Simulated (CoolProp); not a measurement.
Saturated liquid density (kg/m³) of n-butane: the reference equation beside estimates from Tc = 152.0 °C, pc = 37.96 bar, ω = 0.201. Rackett uses Z = 0.29056 − 0.08775 ω.

The numbers come from the reference Helmholtz-energy equation of state, Bücker 2006 in CoolProp.

| T (°C) | reference | Rackett | van der Waals | Redlich-Kwong | Soave-Redlich-Kwong | Peng-Robinson |
|---|---|---|---|---|---|---|
| -7.35 | 608.6 | 609.9 | 378.0 | 554.7 | 568.0 | 641.7 |
| 2.25 | 598.3 | 599.5 | 371.7 | 543.8 | 557.9 | 630.7 |
| 11.85 | 587.8 | 588.8 | 365.2 | 532.3 | 547.1 | 619.1 |
| 21.55 | 576.8 | 577.6 | 358.4 | 520.2 | 535.7 | 606.5 |
| 31.15 | 565.6 | 566.1 | 351.3 | 507.7 | 523.7 | 593.3 |
| 40.75 | 554.0 | 554.3 | 343.9 | 494.5 | 511.0 | 579.3 |
| 50.35 | 541.9 | 541.9 | 336.1 | 480.6 | 497.4 | 564.2 |
| 60.05 | 529.1 | 528.9 | 327.9 | 465.7 | 482.8 | 547.8 |
| 69.65 | 515.7 | 515.3 | 319.2 | 450.1 | 467.3 | 530.3 |
| 79.25 | 501.5 | 500.9 | 310.0 | 433.5 | 450.6 | 511.4 |
| 88.85 | 486.4 | 485.6 | 300.1 | 415.7 | 432.5 | 490.7 |
| 98.55 | 469.7 | 468.9 | 289.3 | 396.2 | 412.5 | 467.7 |

Absolute difference from the reference over all 12 rows, mean and median: Rackett 0.1 and 0.1 %, van der Waals 38.0 and 38.0 %, Redlich-Kwong 11.5 and 11.0 %, Soave-Redlich-Kwong 8.5 and 8.0 %, Peng-Robinson 3.7 and 4.3 %.
